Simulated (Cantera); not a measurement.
What does this Cantera script print?

```python
import numpy as np
import cantera as ct

surf = ct.Interface("ptcombust.yaml", "Pt_surf")
gas = surf.adjacent["gas"]
gas.TPX = 875, 220000, {'CO': 0.026, 'O2': 0.014, 'N2': 0.79, 'H2O': 0.031}
surf.TP = 875, 220000
reactor = ct.FlowReactor(gas, clone=False)
reactor.area = 0.0001  # m2
reactor.surface_area_to_volume_ratio = 200  # 1/m
reactor.mass_flow_rate = 0.11 * reactor.area * gas.density  # inlet velocity 0.11 m/s
reactor.energy_enabled = False
wall = ct.ReactorSurface(surf, reactor, clone=False)
net = ct.ReactorNet([reactor])
net.rtol, net.atol = 1e-8, 1e-16
show, cover = ['CO', 'O2', 'H2O', 'CO2'], ['PT(S)', 'H(S)', 'O(S)', 'OH(S)', 'CO(S)', 'C(S)']

rows = []
print(f"{'z/m':>9s}{'u/(m/s)':>9s}" + "".join(f"{s:>13s}" for s in show + cover))
for z in [9.8e-05, 0.00021, 0.00045, 0.00098, 0.0021, 0.0045, 0.0098]:
    net.advance(z)
    rows.append([reactor.speed, *gas[show].X, *surf[cover].coverages])
    print(f"{z:9.4g}{rows[-1][0]:9.3g}" + "".join(f"{x:13.4e}" for x in rows[-1][1:]))
```

Output:

```
      z/m  u/(m/s)           CO           O2          H2O          CO2        PT(S)         H(S)         O(S)        OH(S)        CO(S)         C(S)
  9.8e-05     0.11   2.9005e-02   1.5665e-02   3.6026e-02   1.2105e-03   1.5663e-01   5.9052e-06   1.6690e-03   3.3665e-04   8.4133e-01   1.2419e-09
  0.00021     0.11   2.7641e-02   1.4984e-02   3.6051e-02   2.5952e-03   1.6012e-01   6.0943e-06   1.6753e-03   3.4115e-04   8.3783e-01   1.2595e-09
  0.00045     0.11   2.4714e-02   1.3522e-02   3.6105e-02   5.5674e-03   1.6851e-01   6.5529e-06   1.6914e-03   3.5190e-04   8.2941e-01   1.2997e-09
  0.00098    0.109   1.8220e-02   1.0278e-02   3.6224e-02   1.2162e-02   1.9337e-01   7.9424e-06   1.7455e-03   3.8358e-04   8.0446e-01   1.4017e-09
   0.0021    0.109   4.0143e-03   3.1840e-03   3.6483e-02   2.6585e-02   3.6675e-01   1.7454e-05   2.4837e-03   6.3239e-04   6.3004e-01   1.4633e-09
   0.0045    0.108   7.0239e-16   1.1792e-03   3.6557e-02   3.0660e-02   2.2691e-01   4.8470e-07   7.6431e-01   8.7348e-03   3.1826e-15   1.4861e-26
   0.0098    0.108   6.0039e-16   1.1792e-03   3.6557e-02   3.0660e-02   2.2691e-01   4.8470e-07   7.6431e-01   8.7348e-03   2.7204e-15   1.2703e-26
```

Detailed kinetics in Cantera: Deutschmann's 1995 Pt surface mechanism with GRI-Mech 3.0 gas chemistry. Catalytic surfaces can have several steady states; this one follows from the mechanism file's or the stated starting coverage. Mass transfer to the wall is taken as infinitely fast.
